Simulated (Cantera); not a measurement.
**SiCl₄ + NH₃ + H₂ (silicon nitride deposition)**

Input: 1 mol SiCl₄, 2.2 mol NH₃, 16 mol H₂, held at 2098.15 K and 21.0 mbar.

These are equilibrium values from Cantera (NASA tables, ideal gas, pure condensed phases), not measurements of a reactor. Candidate condensed phases: NH₄Cl, Si, Si₃N₄; 28 gas species. The tables' values for SiCl, SiCl₃, SiN are old estimates; treat these amounts as uncertain. Gases not in the tables: Si₂H₆ and higher silanes. The numbers say what is thermodynamically allowed, not how fast it happens.

| Quantity | Value |
|---|---|
| x(H₂) | 0.783 |
| x(HCl) | 0.108 |
| x(N₂) | 0.0482 |
| x(SiCl₂) | 0.0317 |
| x(H) | 0.0188 |
| x(Si) | 0.00623 |
| x(SiCl) | 0.00208 |
| x(Cl) | 0.00190 |
| x(SiH) | 0.000435 |
| n(Si(l)) | 0.0632 mol |
| gas amount | 22.81 mol |
